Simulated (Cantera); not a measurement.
A Cantera script and what it prints.

```python
import numpy as np
import cantera as ct

gas_names = [...]  # 127 gases of nasa_gas.yaml made of C, Fe, H, O, S
cond_names = """
    C(gr) C6H6(L) C7H8(L) C8H18(L),n-octa Fe(a) Fe(c) Fe(d) Fe(L) FeC5O5(L) FeO(s) FeO(L) Fe(OH)2(s)
    Fe(OH)3(s) FeS(a) FeS(b) FeS(c) FeS(L) FeSO4(s) FeS2(s) Fe2O3(s) Fe2S3O12(s) Fe3O4(s) H2O(s) H2O(L)
    H2SO4(L) S(cr1) S(cr2) S(L)
""".split()


# ... load() reads the species with a 1 bar reference pressure and builds the phases ...
atoms = {
    'Fe': {'Fe': 1},
    'H2S': {'H': 2, 'S': 1},
    'CO': {'C': 1, 'O': 1},
}
top_T = {'C(gr)': 4500, 'FeSO4(s)': 950, 'FeS2(s)': 1010, 'Fe2O3(s)': 1830, 'Fe2S3O12(s)': 1100, 'Fe3O4(s)': 1870}  # K; cautious upper limits of use, not melting points


# ... equilibrate(T, P, feed) seeds the gas with the atoms and calls Mixture.equilibrate('TP', solver="vcs", rtol=1e-11, max_steps=5000) ...
results = []
feed = {'Fe': 1, 'H2S': 1.6, 'CO': 45}  # mol
T = 1898  # K
P = 980000  # Pa
mix = equilibrate(T, P, feed)
results.append((T, P, feed, dict(zip(mix.species_names, mix.species_moles))))
x = sorted(zip(gas.X, gas.species_names), reverse=True)
print(f"T = {T:g} K  P = {P:g} Pa  gas = {mix.phase_moles(0):.4g} mol")
print("   x: " + "  ".join(f"{s} {v:.3e}" for v, s in x if v > 1e-05))
print("   condensed (mol): " + ("  ".join(f"{mix.phase(i).name} {mix.phase_moles(i):.4g}"
      for i in range(1, mix.n_phases) if mix.phase_moles(i) > 1e-12) or "none"))
```

Output:

```
T = 1898 K  P = 980000 Pa  gas = 46.68 mol
   x: CO 9.575e-01  H2 3.092e-02  COS 3.237e-03  H2S 2.935e-03  CS2 1.591e-03  CO2 1.550e-03  S2 1.468e-03  SH 3.793e-04  H2O 2.102e-04  CS 1.673e-04  H 4.390e-05  S 1.926e-05
   condensed (mol): FeS(L) 0.9999
```

Method: chemical equilibrium by Gibbs-energy minimisation in Cantera with the NASA 1993 tables (ideal gas, pure condensed phases). FeS: taken at fixed stoichiometry.
